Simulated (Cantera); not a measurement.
## Hydrocarbon pyrolysis for carbon deposition

An isothermal, constant-pressure homogeneous reactor starts with 2.38 % C2H6, 97.6 % N2, at 1550 K and 0.000799 atm.

Model: GRI-Mech 3.0 (53 species, 325 reactions), integrated in Cantera. GRI-Mech 3.0 stops at C3 and has no aromatics, soot or wall deposition, so with more carbon than oxygen in the feed, carbon stays in small species such as C2H2 where larger ones or solid carbon would form. Radical loss at walls, strong at low pressure, is not modelled.

```csv
t (s),x C2H6,x CH4,x C2H4,x H2,x CH3,x C2H,x CH2
7.00e-5,0.0238,1.55e-8,6.80e-10,5.81e-10,4.03e-5,<1e-12,7.09e-12
0.000214,0.0237,1.45e-7,1.29e-8,6.24e-9,0.000123,<1e-12,2.29e-10
0.000654,0.0236,1.35e-6,2.98e-7,1.26e-7,0.000374,<1e-12,6.72e-9
0.00200,0.0232,1.24e-5,7.92e-6,5.25e-6,0.00112,<1e-12,1.81e-7
0.00612,0.0217,0.000111,0.000252,0.000228,0.00315,1.03e-11,3.28e-6
0.0187,0.0147,0.000912,0.00406,0.00397,0.00751,2.43e-8,1.61e-5
0.0572,0.00138,0.00454,0.0111,0.0188,0.00628,5.82e-7,2.62e-5
0.175,6.68e-6,0.00501,0.00434,0.0326,0.00122,5.14e-7,6.38e-6
0.535,1.11e-6,0.00443,0.00101,0.0375,0.000469,2.72e-7,1.62e-6
1.64,3.80e-7,0.00386,0.000147,0.0394,0.000246,1.70e-7,5.84e-7
5.00,1.41e-7,0.00328,4.17e-5,0.0405,0.000138,1.13e-7,2.31e-7
```
x: mole fraction; the columns are a selection and need not sum to one.

Equilibrium at this temperature and pressure: C2H6 <1e-12, CH4 2.81e-7, C2H4 3.26e-8, H2 0.0453, CH3 2.98e-8, C2H 6.78e-8, CH2 1.37e-10 (gas phase only).
